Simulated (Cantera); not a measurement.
Transport properties of process gases

Gas mixture: C3H8 = 0.71 (molar parts), at 1280 Torr, frozen composition.

Cantera's kinetic-theory transport with the Lennard-Jones parameters of GRI-Mech 3.0, ideal gas; thermal conductivity in the multicomponent form. The composition is frozen, though it would react at the higher temperatures.

```tsv
T (K)	ρ (kg/m³)	cp (J/kg/K)	μ (µPa s)	λ (mW/m/K)	Pr	D (cm²/s) H	D (cm²/s) NH3	D (cm²/s) CO2
400	2.25	2134	10.9	30.6	0.758	0.676	0.119	0.0839
600	1.50	2917	15.5	59.5	0.759	1.40	0.259	0.178
800	1.13	3512	19.4	90.1	0.758	2.32	0.442	0.297
1000	0.902	3960	23.0	120	0.756	3.40	0.661	0.439
1200	0.751	4267	26.2	148	0.754	4.63	0.912	0.601
1400	0.644	4523	29.1	175	0.753	6.01	1.19	0.782
1600	0.564	4734	31.9	201	0.751	7.52	1.50	0.981
1800	0.501	4905	34.5	226	0.750	9.15	1.84	1.20
2000	0.451	5043	37.0	249	0.749	10.9	2.20	1.43
```
D: mixture-averaged diffusion coefficient of that species in the mixture.
